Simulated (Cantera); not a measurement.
# Premixed flame

A freely propagating, adiabatic, planar premixed flame of H2 : O2 : N2 = 1 : 0.735 : 2.57 (molar parts), unburnt at 325 K and 16000 Pa; mixture-averaged transport, grid criteria slope 0.08 and curve 0.16, no radiation.

Detailed kinetics in Cantera: the H2/O2 subset of GRI-Mech 3.0, which has no nitrogen chemistry. Burning velocities carry a grid error of a few per cent, more on coarse grids. Lean hydrogen flames are cellular in practice and burn faster than this planar one.

| z (mm) | T (K) | u (m/s) | x H2 | x O2 | x HO2 | x OH | x H2O | x O |
|---|---|---|---|---|---|---|---|---|
| -11.1 | 325 | 1.67 | 0.232 | 0.171 | <1e-8 | <1e-8 | <1e-8 | <1e-8 |
| -7.37 | 325 | 1.67 | 0.232 | 0.171 | <1e-8 | <1e-8 | <1e-8 | <1e-8 |
| -5.53 | 325 | 1.67 | 0.232 | 0.171 | <1e-8 | <1e-8 | <1e-8 | <1e-8 |
| -3.68 | 325 | 1.67 | 0.232 | 0.171 | 1.14e-8 | <1e-8 | 6.18e-8 | <1e-8 |
| -1.84 | 335 | 1.71 | 0.226 | 0.172 | 4.61e-5 | 6.56e-6 | 0.000246 | 6.93e-7 |
| -0.921 | 584 | 2.89 | 0.187 | 0.168 | 8.54e-5 | 0.000731 | 0.0201 | 0.000106 |
| 0 | 998 | 4.79 | 0.102 | 0.137 | 2.89e-5 | 0.00173 | 0.0956 | 0.00380 |
| 0.921 | 1277 | 6.08 | 0.0343 | 0.0876 | 1.48e-5 | 0.00572 | 0.180 | 0.0114 |
| 1.84 | 1415 | 6.71 | 0.0204 | 0.0732 | 1.05e-5 | 0.00815 | 0.203 | 0.0134 |
| 3.68 | 1557 | 7.32 | 0.0179 | 0.0687 | 7.85e-6 | 0.0104 | 0.214 | 0.0124 |
| 7.37 | 1698 | 7.92 | 0.0153 | 0.0657 | 5.75e-6 | 0.0119 | 0.224 | 0.00994 |
| 14.7 | 1824 | 8.43 | 0.0114 | 0.0634 | 3.97e-6 | 0.0122 | 0.234 | 0.00699 |
| 29.5 | 1924 | 8.83 | 0.00726 | 0.0621 | 2.56e-6 | 0.0109 | 0.243 | 0.00424 |
x: mole fraction of selected species; z is measured from the peak of heat release.

The laminar burning velocity comes out as 167 cm/s, the thermal thickness comes out as 3.68 mm and the peak x(HO2) comes out as 0.000153. The peak x(OH) is 0.0123 and the peak x(O) is 0.0134. The grid points is 121.
